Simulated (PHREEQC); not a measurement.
**Metal-bearing waste water**

Make-up at 80 °C: 0.57 mol/kgw FeSO4 and 0.077 mol/kgw NaH2PO4. Closed to the air; pH follows from the charge balance.

Computed with PHREEQC (ion-association model, phreeqc.dat).

The pH is 4.49 and the ionic strength is 0.867 mol/kgw. The activity of water comes out as 0.985 and the density comes out as 1.067 g/cm³.

```
species   molality  activity   log γ
--------  --------  --------  ------
FeSO4        0.329     0.401   0.087
SO4-2        0.226    0.0312  -0.861
Fe+2         0.169    0.0310  -0.736
FeH2PO4+    0.0716    0.0455  -0.197
Na+         0.0627    0.0432  -0.162
NaSO4-      0.0143   0.00907  -0.197
```

No solid was allowed to form. Ionic strength above about 0.7 mol/kgw puts this run outside the model's range. Species that the database lacks are ignored. Away from 25 °C the constants follow the database's enthalpies or fits; those with neither stay at their 25 °C values.
